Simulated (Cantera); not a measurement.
Feed: 1 mol SiC, 0.0016 mol O2, 240 mol N2, held at 750 °C and 9.75 Torr.

These are equilibrium values from Cantera (NASA tables, ideal gas, pure condensed phases), not measurements of a reactor. Candidate condensed phases: C, Si, SiC, SiO2, Si2N2O, Si3N4; 34 gas species. N2 is the only nitrogen source here; it is nearly inert below about 1500 K, so the nitride shown seldom forms there in practice. Mutual solubility and eutectic melting of coexisting phases are not modelled. Kinetics and transport are ignored.

Base state: N2 1.00 (mole fractions); condensed: C(graphite) + Si2N2O(s) + Si3N4(s).

**Question.** What changes in the equilibrium state with this change: temperature from 750 °C to 1627 °C?

**Answer.** 
| species | before | after |
|---|---|---|
| N2 | 1.00 | 1.000 |
| Si | <1e-9 | 3.60e-5 |
| CO | 7.31e-9 | 1.32e-5 |
| C(graphite), mol | 1.000 | 0.00517 |
| Si2N2O(s), mol | 0.00320 | 0 |
| Si3N4(s), mol | 0.331 | 0 |
| SiC(s), mol | 0 | 0.990 |
